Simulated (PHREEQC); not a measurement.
A made-up water analysis in mg/L, 25 °C, pH 3.52, pe 11.8:

| constituent | mg/L |
|---|---|
| Na | 67.2 |
| K | 2.18 |
| Ca | 76.8 |
| Mg | 19.3 |
| Cl | 20.8 |
| S(6) as SO4 | 390 |
| N(5) as NO3 | 0.182 |
| Si as SiO2 | 0.291 |
| Mn(2) | 0.133 |
| Cu(2) | 16.3 |

Valence states are taken as typed.

The numbers come from PHREEQC with the ion-association model, phreeqc.dat.

```
Quantity                      Result
--------------------  --------------
ionic strength        0.0134 mol/kgw
specific conductance       978 µS/cm
total alkalinity       -0.405 meq/kg
charge-balance error           4.0 %
```

```json
[
 {"species": "SO4-2", "molality": "0.00334", "activity": "0.00212", "log γ": "-0.199"},
 {"species": "Na+", "molality": "0.00289", "activity": "0.00258", "log γ": "-0.050"},
 {"species": "Ca+2", "molality": "0.00155", "activity": "0.000985", "log γ": "-0.196"},
 {"species": "Mg+2", "molality": "0.000603", "activity": "0.000387", "log γ": "-0.193"},
 {"species": "Cl-", "molality": "0.000587", "activity": "0.000521", "log γ": "-0.052"},
 {"species": "CaSO4", "molality": "0.000369", "activity": "0.000371", "log γ": "0.001"},
 {"species": "H+", "molality": "0.000334", "activity": "0.000302", "log γ": "-0.044"},
 {"species": "Cu+2", "molality": "0.000201", "activity": "0.000129", "log γ": "-0.192"},
 {"species": "MgSO4", "molality": "0.000191", "activity": "0.000192", "log γ": "0.001"}
]
```

This is a speciation only: nothing precipitates in the calculation.
